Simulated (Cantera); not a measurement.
An adiabatic, constant-volume homogeneous reactor starts with CH₄ : H₂ : O₂ : N₂ = 1 : 0.13 : 2.61 : 9.83 (molar parts), equivalence ratio 0.79, at 1725 K and 2000000 Pa.

Detailed kinetics in Cantera: GRI-Mech 3.0 (53 species, 325 reactions). The pressure lies above the range GRI-Mech 3.0 was tuned for (to about 10 atm). Above 3000 K some thermodynamic fits are extrapolated.

Question: Predict: time of steepest temperature rise; temperature at 0.100 s; equilibrium temperature; x(H₂) at 0.100 s; x(O₂) at 0.100 s; x(H₂O₂) at 0.100 s; x(NO₂) at 0.100 s.

Answer: 
```json
{
  "time_of_steepest_temperature_rise": "10.4 µs",
  "temperature at 0.100 s": "3133 K",
  "equilibrium_temperature": "3133 K",
  "x(H₂) at 0.100 s": "0.00794 (gas-phase equilibrium 0.00794)",
  "x(O₂) at 0.100 s": "0.0364 (gas-phase equilibrium 0.0364)",
  "x(H₂O₂) at 0.100 s": "3.25e-6 (gas-phase equilibrium 3.25e-6)",
  "x(NO₂) at 0.100 s": "2.93e-5 (gas-phase equilibrium 2.93e-5)"
}
```
